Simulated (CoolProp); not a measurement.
The fluid at 245.96 K and 1.99 MPa expands adiabatically to 0.341 MPa with isentropic efficiency 0.8. The same conditions are run with several fluids, on thermodynamics alone (safety and materials aside).

Computed with CoolProp (reference Helmholtz-energy equation of state of each fluid (methane: Setzmann 1991; carbon monoxide: Lemmon 2006; nitrogen: Span 2000; CF4 (R14): Platzer 1990; oxygen: Schmidt 1985)). The equations of Platzer and Polt are older, rougher fits.

```tsv
fluid	work (kJ/kg)	final temperature (K)	final density (kg/m³)
methane	136	171.8	3.97
carbon monoxide	78.6	165.5	7.06
nitrogen	79.0	165.9	7.03
CF4 (R14)	24.8	186.3	20.6
oxygen	68.5	165.6	8.07
```
